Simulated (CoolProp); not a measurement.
R365MFC along the isobar 4050 kPa: fugacity coefficient from the reference equation and from simpler models built on Tc = 186.9 °C, pc = 3266 kPa, ω = 0.377; each cubic takes its own stable root.

Model: reference Helmholtz-energy equation of state, Lemmon 2016, in CoolProp.

```csv
T (°C),phase,reference,van der Waals,Redlich-Kwong,Soave-Redlich-Kwong,Peng-Robinson
91.45,liquid,0.1214,0.2945,0.1870,0.1264,…
106.55,liquid,0.1677,0.3401,0.2377,0.1754,0.1687
121.55,liquid,0.2232,…,0.2935,0.2339,0.2246
136.55,liquid,0.2876,0.4358,0.3537,0.3016,0.2894
151.65,liquid,0.3605,0.4853,0.4175,0.3775,0.3622
166.65,liquid,0.4391,0.5344,0.4822,0.4581,0.4397
181.75,liquid,0.5215,0.5827,…,0.5406,0.5192
196.75,supercritical,0.6009,0.6284,0.6062,0.6163,0.5922
211.85,supercritical,0.6548,0.6689,0.6538,0.6711,0.6450
226.85,supercritical,0.6914,0.6997,0.6882,…,0.6840
```

### Question
Fill in the missing entries.

### Answer

- 91.45, Peng-Robinson: 0.1218
- 121.55, van der Waals: 0.3873
- 181.75, Redlich-Kwong: 0.5466
- 226.85, Soave-Redlich-Kwong: 0.7110
